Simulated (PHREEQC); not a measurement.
Solution (35 °C): 0.039 mol/kgw H2S, 0.0083 mol/kgw HCl and 0.0019 mol/kgw NiCl2. It is in equilibrium with CO2 at log p = -2 (atm). Otherwise closed; pH follows from the charge balance.

Computed with PHREEQC (ion-association model, wateq4f.dat).

Each row changes one thing in this solution. This is a speciation only: nothing precipitates in the calculation.

```tsv
case	pH	NiCl+ (mol/kgw)	NiCl2 (mol/kgw)	HS- (mol/kgw)	HCO3- (mol/kgw)	NiHCO3+ (mol/kgw)	SI of Millerite (NiS)
as made	2.13	3.47e-5	1.19e-6	8.90e-7	1.95e-8	3.10e-9	+1.06
NiCl2 from 0.0019 to 0.00095 mol/kgw	2.12	1.54e-5	4.54e-7	8.71e-7	1.91e-8	1.59e-9	+0.78
temperature from 35 to 30 °C	2.13	3.49e-5	1.19e-6	7.80e-7	2.10e-8	3.36e-9	+1.04
H2S from 0.039 to 0.0039 mol/kgw	2.13	3.47e-5	1.19e-6	8.90e-8	1.95e-8	3.10e-9	+0.06
0.00089 mol/kgw CO2 added	2.13	3.47e-5	1.19e-6	8.90e-7	1.95e-8	3.10e-9	+1.06
temperature from 35 to 15 °C	2.12	3.53e-5	1.22e-6	4.84e-7	2.59e-8	4.19e-9	+0.93
HCl from 0.0083 to 0.0124 mol/kgw	1.96	4.37e-5	1.94e-6	6.11e-7	1.33e-8	2.00e-9	+0.70
```

Species that the database lacks are ignored. Some of these states are supersaturated (in Millerite, for instance). The polysulfide entries of wateq4f.dat were taken out for this run.
